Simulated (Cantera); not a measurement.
An isothermal, constant-pressure homogeneous reactor starts with C2H6 : N2 = 1 : 4.7 (molar parts), at 1400 K and 0.290 bar.

Computed with Cantera and GRI-Mech 3.0 (53 species, 325 reactions). GRI-Mech 3.0 stops at C3 and has no aromatics, soot or wall deposition, so with more carbon than oxygen in the feed, carbon stays in small species such as C2H2 where larger ones or solid carbon would form.

x: mole fraction; the columns are a selection and need not sum to one.

```json
[
 {"t (s)": "0.000700", "x C2H6": "0.103", "x C2H2": "0.00243", "x CH3": "0.00102", "x C2H": "[?]", "x C2H4": "0.0506"},
 {"t (s)": "0.00167", "x C2H6": "0.0433", "x C2H2": "0.0108", "x CH3": "0.000681", "x C2H": "[?]", "x C2H4": "0.0855"},
 {"t (s)": "0.00399", "x C2H6": "0.00661", "x C2H2": "0.0307", "x CH3": "0.000252", "x C2H": "[?]", "x C2H4": "0.0905"},
 {"t (s)": "0.00951", "x C2H6": "0.000691", "x C2H2": "0.0501", "x CH3": "7.94e-5", "x C2H": "[?]", "x C2H4": "0.0730"},
 {"t (s)": "0.0227", "x C2H6": "0.000105", "x C2H2": "0.0643", "x CH3": "3.16e-5", "x C2H": "[?]", "x C2H4": "0.0574"},
 {"t (s)": "0.0542", "x C2H6": "3.80e-5", "x C2H2": "0.0776", "x CH3": "1.98e-5", "x C2H": "1.83e-9", "x C2H4": "0.0424"},
 {"t (s)": "0.129", "x C2H6": "2.38e-5", "x C2H2": "0.0936", "x CH3": "1.71e-5", "x C2H": "1.91e-9", "x C2H4": "0.0243"},
 {"t (s)": "0.308", "x C2H6": "1.31e-5", "x C2H2": "0.106", "x CH3": "1.46e-5", "x C2H": "1.86e-9", "x C2H4": "0.00995"},
 {"t (s)": "0.736", "x C2H6": "9.67e-6", "x C2H2": "0.110", "x CH3": "1.35e-5", "x C2H": "1.81e-9", "x C2H4": "0.00566"},
 {"t (s)": "1.76", "x C2H6": "9.41e-6", "x C2H2": "0.111", "x CH3": "1.34e-5", "x C2H": "1.82e-9", "x C2H4": "0.00549"},
 {"t (s)": "4.19", "x C2H6": "9.19e-6", "x C2H2": "0.111", "x CH3": "1.31e-5", "x C2H": "1.85e-9", "x C2H4": "0.00555"},
 {"t (s)": "10.0", "x C2H6": "8.77e-6", "x C2H2": "0.112", "x CH3": "1.26e-5", "x C2H": "1.90e-9", "x C2H4": "0.00566"}
]
```

What belongs in the gaps?


- 0.000700, x C2H: 1.78e-9
- 0.00167, x C2H: 5.04e-9
- 0.00399, x C2H: 8.06e-9
- 0.00951, x C2H: 4.64e-9
- 0.0227, x C2H: 2.40e-9
